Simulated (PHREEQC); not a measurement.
## Silver or lead bath: speciation

Solution (53 °C): 6.7e-05 mol/kgw Ag2SO4 and 0.00019 mol/kgw KNO3. Closed to the air; pH follows from the charge balance.

The numbers come from PHREEQC with the ion-association model, wateq4f.dat.

No solid was allowed to form.

Task: What pH does the model give?

Result: pH 6.60.

Complexes and solids missing from the database can't appear. Constants without temperature data keep their 25 °C values here.
